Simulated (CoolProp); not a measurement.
The fluoroketone C6F12O (FK-5-1-12) along the isobar 1.49 MPa: density (kg/m³) from the reference equation and from simpler models built on Tc = 168.7 °C, pc = 1.869 MPa, ω = 0.471; each cubic takes its own stable root.

Computed with CoolProp (reference Helmholtz-energy equation of state, McLinden 2015).

```json
[
 {"T (°C)": "70.65", "phase": "liquid", "reference": "1465"},
 {"T (°C)": "83.75", "phase": "liquid", "reference": "1418"},
 {"T (°C)": "96.75", "phase": "liquid", "reference": "1368"},
 {"T (°C)": "109.75", "phase": "liquid", "reference": "1313"},
 {"T (°C)": "122.75", "phase": "liquid", "reference": "1251"},
 {"T (°C)": "135.75", "phase": "liquid", "reference": "1178"},
 {"T (°C)": "148.75", "phase": "liquid", "reference": "1079"},
 {"T (°C)": "161.75", "phase": "gas", "reference": "225.8"},
 {"T (°C)": "174.75", "phase": "gas", "reference": "191.4"},
 {"T (°C)": "187.85", "phase": "gas", "reference": "171.8"},
 {"T (°C)": "200.85", "phase": "gas", "reference": "158.2"},
 {"T (°C)": "213.85", "phase": "gas", "reference": "147.7"},
 {"T (°C)": "226.85", "phase": "gas", "reference": "139.3"}
]
```

Question: How far does each simpler model (van der Waals, Redlich-Kwong, Soave-Redlich-Kwong) lie from the reference over these 13 states: mean and median of the absolute difference, and the worst?

Answer: 
- van der Waals: mean 26.4 %, median 40.1 %, worst -78.9 % at 148.75 °C and 1.49 MPa
- Redlich-Kwong: mean 11.3 %, median 15.4 %, worst -25.3 % at 148.75 °C and 1.49 MPa
- Soave-Redlich-Kwong: mean 7.2 %, median 8.8 %, worst -18.0 % at 148.75 °C and 1.49 MPa

At some of these states van der Waals gives the other phase, because its saturation line lies elsewhere.
